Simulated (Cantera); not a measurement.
An adiabatic, constant-volume homogeneous reactor starts with CH4 : H2 : O2 : N2 = 1 : 0.25 : 1.06 : 7.76 (molar parts), equivalence ratio 2.0, at 1698 K and 1.40 bar. Integrator tolerance rtol = 1e-08.

Model: GRI-Mech 3.0 (53 species, 325 reactions), integrated in Cantera.

Task: What does this change do: N2 7.76 to 2.7 parts?

Result: 
```
quantity                                                              before                                      after
---------------------------------  -----------------------------------------  -----------------------------------------
time of steepest temperature rise                                   0.179 ms                                    83.6 µs
temperature at 1.00 s                                                 2611 K                                     3005 K
equilibrium temperature                                               2611 K                                     3005 K
x(CH4) at 1.00 s                   1.36e-11 (gas-phase equilibrium 1.53e-11)  3.56e-11 (gas-phase equilibrium 4.04e-11)
x(H2) at 1.00 s                          0.109 (gas-phase equilibrium 0.109)        0.190 (gas-phase equilibrium 0.190)
x(O2) at 1.00 s                      2.83e-5 (gas-phase equilibrium 2.83e-5)  0.000446 (gas-phase equilibrium 0.000446)
x(HCN) at 1.00 s                     1.34e-7 (gas-phase equilibrium 1.34e-7)    3.31e-7 (gas-phase equilibrium 3.31e-7)
x(CH2CO) at 1.00 s                     <1e-12 (gas-phase equilibrium <1e-12)      <1e-12 (gas-phase equilibrium <1e-12)
```
Above 3000 K some thermodynamic fits are extrapolated.
